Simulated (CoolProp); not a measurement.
A simple Rankine cycle with R236FA: condensing at 324.15 K, boiler at 1.55 MPa, turbine inlet 364.9 K, turbine efficiency 0.8, pump efficiency 0.6, no recuperator. Each further row changes one setting.

Computed with CoolProp (reference Helmholtz-energy equation of state, Pan 2012).

```json
[
 {"case": "as stated", "thermal efficiency (%)": "6.7", "net work (kJ/kg)": "10.1", "heat in (kJ/kg)": "151", "turbine exit temperature (K)": "336.4", "volume ratio over the turbine": "2.98"},
 {"case": "turbine inlet 384.9 K", "thermal efficiency (%)": "6.6", "net work (kJ/kg)": "11.7", "heat in (kJ/kg)": "175", "turbine exit temperature (K)": "359.5", "volume ratio over the turbine": "2.81"},
 {"case": "condensing temperature 316.15 K", "thermal efficiency (%)": "8.0", "net work (kJ/kg)": "12.8", "heat in (kJ/kg)": "161", "turbine exit temperature (K)": "331.1", "volume ratio over the turbine": "3.78"},
 {"case": "boiler pressure 1.08 MPa", "thermal efficiency (%)": "4.4", "net work (kJ/kg)": "7.16", "heat in (kJ/kg)": "161", "turbine exit temperature (K)": "349.8", "volume ratio over the turbine": "1.89"},
 {"case": "turbine efficiency 0.7", "thermal efficiency (%)": "5.7", "net work (kJ/kg)": "8.69", "heat in (kJ/kg)": "151", "turbine exit temperature (K)": "337.9", "volume ratio over the turbine": "3.00"}
]
```
